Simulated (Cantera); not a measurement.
A closed system holds: 1 mol c-C4F8, 0.24 mol HCl, held at 26.0 Pa.

Method: chemical equilibrium by Gibbs-energy minimisation in Cantera with the NASA 1993 tables (ideal gas, pure condensed phases). Candidate condensed phases: C, C6H6, C7H8, C8H18; 118 gas species. The feed counts by its element totals alone. Rates play no part. All values below are at 2798 K.

Base state: F 0.755, C3 0.104, CF 0.0532, Cl 0.0250, C 0.0237, HF 0.0219, C2 0.0106, H 0.00309 (mole fractions); condensed: gas only.

Task: What changes in the equilibrium state with this change: 0.17 mol CH4 added?

Result: 
| species | before | after |
|---|---|---|
| F | 0.755 | 0.686 |
| C3 | 0.104 | 0.108 |
| HF | 0.0219 | 0.0816 |
| H | 0.00309 | 0.0126 |
| CF | 0.0532 | 0.0490 |
| C2 | 0.0106 | 0.0109 |
| Cl | 0.0250 | 0.0246 |
| C | 0.0237 | 0.0241 |
| C2H | 1.18e-5 | 4.96e-5 |
| HCl | 4.41e-6 | 1.77e-5 |
